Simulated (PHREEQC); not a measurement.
A column of 1 m (40 cells, dispersivity 0.05 m, 720 s a shift, diffusion coefficient 3e-10 m²/s) holds 0.0095 eq of the database's cation exchanger X per kg of pore water, first in equilibrium with 0.024 mol (NH4)2SO4 and 1e-05 mol HCl per kg of water. It is flushed with 0.0058 mol/kgw LiCl and 1e-05 mol/kgw HCl, at 25 °C. Values are for the last cell. CO2 from the air is kept out. Precipitation was switched off in this run.

Computed with PHREEQC (ion-association model, phreeqc.dat).

```csv
pore volumes,S in solution (mol/kgw),Li in solution (mol/kgw),Cl in solution (mol/kgw),NH4 in solution (mol/kgw),NH4X on the exchanger (mol/kgw)
0,0.0240,0,1.00e-5,0.0480,0.00950
0.4125,0.0239,8.29e-6,2.44e-5,0.0479,0.00950
0.6125,0.0222,0.000275,0.000443,0.0446,0.00949
1.012,0.0101,0.00188,0.00336,0.0218,0.00932
1.212,0.00526,0.00229,0.00454,0.0128,0.00915
1.613,0.00106,0.00255,0.00555,0.00511,0.00860
1.812,0.000436,0.00275,0.00570,0.00382,0.00826
2.212,6.73e-5,0.00327,0.00579,0.00265,0.00755
2.612,9.61e-6,0.00376,0.00581,0.00206,?
2.812,3.57e-6,0.00396,0.00581,0.00185,0.00656
3.212,4.82e-7,0.00428,0.00581,?,0.00598
3.413,1.76e-7,0.00441,0.00581,?,0.00571
3.812,2.31e-8,0.00463,0.00581,0.00117,0.00520
4.213,3.02e-9,0.00480,0.00581,0.000999,0.00474
4.412,1.09e-9,0.00487,0.00581,0.000926,?
4.812,?,0.00500,0.00581,0.000799,0.00412
5.013,5.05e-11,0.00506,0.00581,0.000744,0.00392
5.412,6.50e-12,0.00515,0.00581,0.000646,?
5.612,2.33e-12,0.00520,0.00581,0.000603,0.00339
6.013,3.00e-13,0.00527,0.00581,0.000527,0.00307
```

**Question.** Some entries are withheld; supply them.

**Answer.** 
- 2.612, NH4X on the exchanger (mol/kgw): 0.00688
- 3.212, NH4 in solution (mol/kgw): 0.00152
- 3.413, NH4 in solution (mol/kgw): 0.00139
- 4.412, NH4X on the exchanger (mol/kgw): 0.00452
- 4.812, S in solution (mol/kgw): 1.40e-10
- 5.412, NH4X on the exchanger (mol/kgw): 0.00356
